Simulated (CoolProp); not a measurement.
Vapour-liquid equilibrium of 1-butene (1) + n-perfluorobutane (2) at 340.7 K; x and y are mole fractions of (1).

Model: multi-fluid Helmholtz-energy mixture model, Lemmon 2005 and Gao 2022; pair parameters Bell 2016, in CoolProp.

```csv
x,"bubble pressure, mixture model (MPa)","bubble pressure, Raoult's law (MPa)","y, mixture model","y, Raoult's law"
0.05,0.9431,0.8680,0.105,0.052
0.125,1.063,0.8712,0.240,0.130
0.2,1.175,0.8744,0.346,0.208
0.275,1.265,0.8776,0.425,0.285
0.35,1.331,0.8808,0.484,0.361
0.425,1.372,0.8840,0.527,0.437
0.5,1.394,0.8872,0.559,0.512
0.575,1.400,0.8904,0.583,0.587
0.65,1.397,0.8936,0.601,0.661
0.725,1.386,0.8968,0.618,0.734
0.8,1.360,0.9000,0.642,0.808
0.875,1.293,0.9032,0.690,0.880
0.95,1.125,0.9064,0.808,0.952
```

The largest gap from Raoult's law is +57.2 % in bubble pressure, at x = 0.575. y crosses x between x = 0.575 and 0.65: the model has an azeotrope there.

The pair parameters rest on a limited set of measurements; away from them the model extrapolates. With so large a gap from Raoult's law the liquid may split in two, which this calculation doesn't test in full.
